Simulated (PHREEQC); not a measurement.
FeCl3 is added in steps, without added water, to 1 kg of water holding 26 mmol/kgw KOH, 0.78 mmol/kgw K2SiO3 and 1.1 mmol/kgw K2CO3, at 60 °C. O2 is buffered at 0.21 atm. The system is closed to CO2. Solids allowed: Hematite, Quartz. Others were left out.

Base run: PHREEQC, ion-association model, wateq4f.dat. Each further column changes one thing. The table gives Fe in solution (mol/kgw).

| FeCl3 added (mol) | base | all activity coefficients set to 1 | Davies equation for every ion | metal-ligand complexes left out | Debye-Hückel limiting law |
|---|---|---|---|---|---|
| 0 | 0 | 0 | 0 | 0 | 0 |
| 0.0015 | 1.09e-11 | 1.11e-11 | 1.11e-11 | 1.09e-11 | 1.11e-11 |
| 0.003 | 8.71e-12 | 8.87e-12 | 8.84e-12 | 8.71e-12 | 8.84e-12 |
| 0.0045 | 6.53e-12 | 6.65e-12 | 6.63e-12 | 6.53e-12 | 6.62e-12 |
| 0.006 | 4.35e-12 | 4.44e-12 | 4.42e-12 | 4.35e-12 | 4.41e-12 |
| 0.0075 | 2.21e-12 | 2.27e-12 | 2.24e-12 | 2.21e-12 | 2.24e-12 |
| 0.009 | 3.28e-13 | 3.58e-13 | 3.30e-13 | 3.28e-13 | 3.23e-13 |
| 0.0105 | 1.87e-10 | 1.42e-10 | 1.82e-10 | 1.77e-10 | 1.96e-10 |
| 0.012 | 2.64e-9 | 1.84e-9 | 2.62e-9 | 2.13e-9 | 2.95e-9 |
| 0.0135 | 1.00e-8 | 6.95e-9 | 1.01e-8 | 7.08e-9 | 1.17e-8 |
| 0.015 | 2.56e-8 | 1.78e-8 | 2.59e-8 | 1.62e-8 | 3.07e-8 |

Constants without temperature data keep their 25 °C values here.
